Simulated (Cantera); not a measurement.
Charge: 1 mol Si, 16 mol HCl, 2.7 mol F2, held at 1323.15 K and 13.3 mbar.

Equilibrium computed with Cantera from the NASA thermochemical tables; the gas is ideal and each condensed phase is pure. Candidate condensed phases: Si; 37 gas species. Kinetics and transport are ignored.

Base state: HCl 0.816, HF 0.0782, SiF4 0.0559, Cl2 0.0281, Cl 0.0221 (mole fractions); condensed: gas only.

Question: What changes in the equilibrium state with this change: pressure from 13.3 mbar to 66.0 mbar?

Answer: 
| species | before | after |
|---|---|---|
| HCl | 0.816 | 0.820 |
| HF | 0.0782 | 0.0787 |
| SiF4 | 0.0559 | 0.0562 |
| Cl | 0.0221 | 0.0109 |
| Cl2 | 0.0281 | 0.0339 |
